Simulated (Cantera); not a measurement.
Cantera run:

```python
import numpy as np
import cantera as ct

gas_names = [...]  # 116 gases of nasa_gas.yaml made of C, H, Mg, O
cond_names = """
    C(gr) C6H6(L) C7H8(L) C8H18(L),n-octa H2O(s) H2O(L) Mg(cr) Mg(L) MgCO3(s) MgO(s) MgO(L) MgO2H2(s)
""".split()


# ... load() reads the species with a 1 bar reference pressure and builds the phases ...
atoms = {
    'MgO': {'Mg': 1, 'O': 1},
    'C': {'C': 1},
    'H2': {'H': 2},
}
top_T = {'C(gr)': 4500}  # K; cautious upper limits of use, not melting points


# ... equilibrate(T, P, feed) seeds the gas with the atoms and calls Mixture.equilibrate('TP', solver="vcs", rtol=1e-11, max_steps=5000) ...
results = []
feed = {'MgO': 1, 'C': 0.0095, 'H2': 0.025}  # mol
T = 2323  # K
P = 2900  # Pa
mix = equilibrate(T, P, feed)
results.append((T, P, feed, dict(zip(mix.species_names, mix.species_moles))))
print(gas.report(threshold=1e-06))
for i in range(1, mix.n_phases):
    print(f"{mix.phase(i).name:16s} {mix.phase_moles(i):12.5e} mol")
```

Output:

```
       temperature   2323 K
          pressure   2900 Pa
           density   0.0020586 kg/m^3
  mean mol. weight   13.71 kg/kmol
   phase of matter   gas

                          1 kg             1 kmol
                     ---------------   ---------------
          enthalpy        5.2172e+06         7.153e+07  J
   internal energy        3.8085e+06        5.2216e+07  J
           entropy             18277        2.5059e+05  J/K
    Gibbs function        -3.724e+07       -5.1058e+08  J
 heat capacity c_p            2354.4             32279  J/K
 heat capacity c_v            1747.9             23965  J/K

                      mass frac. Y      mole frac. X     chem. pot. / RT
                     ---------------   ---------------   ---------------
                CO           0.39993           0.19576           -39.117
               CO2          0.011969         0.0037287           -62.043
                 H         0.0031649          0.043048            -12.15
                H2          0.066635           0.45317             -24.3
               H2O          0.064379          0.048997           -47.226
                Mg           0.44766           0.25253           -18.134
               MgH        0.00098529        0.00053367           -30.284
               MgO        0.00048932        0.00016646            -41.06
              MgOH         0.0036786         0.0012208            -53.21
            MgO2H2        7.5233e-05        1.7687e-05           -88.285
                 O        5.8301e-05        4.9961e-05           -22.926
                OH        0.00096013        0.00077402           -35.076
                O2        5.2548e-06        2.2516e-06           -45.852
     [ +103 minor]        6.7604e-07        2.1003e-07

C(gr)             0.00000e+00 mol
Mg(L)             0.00000e+00 mol
MgO(s)            9.87882e-01 mol
```

Equilibrium computed with Cantera from the NASA thermochemical tables; the gas is ideal and each condensed phase is pure. The tables' values for MgH are old estimates; treat these amounts as uncertain.
